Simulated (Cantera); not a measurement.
## Reactions in the system F-O-Pb-S

Cantera with NASA thermochemical tables; ideal gases at 1 bar, condensed phases pure. Values are per mole of reaction as written; species without (g) are pure solids or liquids, kept so even where they would boil at 1 bar.

PbS(g) + 2 PbF₂ + 3 O(g) ⇌ SF₄(g) + 3 PbO

```csv
T (K),ΔH° (kJ),ΔS° (J/K),ΔG° (kJ),log10 K,condensed phases
450,-949.5,-469.5,-738.2,85.69,"PbF₂(s), PbO(red)"
500,-949.9,-470.3,-714.7,74.67,"PbF₂(s), PbO(red)"
550,-950.1,-470.7,-691.2,65.64,"PbF₂(s), PbO(red)"
600,-953.6,-476.8,-667.6,58.12,"PbF₂(s), PbO(red)"
650,-957.5,-482.9,-643.6,51.72,"PbF₂(s), PbO(red)"
700,-962.6,-490.5,-619.2,46.21,"PbF₂(s), PbO(red)"
750,-967.3,-497.0,-594.6,41.41,"PbF₂(s), PbO(red)"
800,-970.4,-501.0,-569.6,37.19,"PbF₂(s), PbO(yellow)"
```
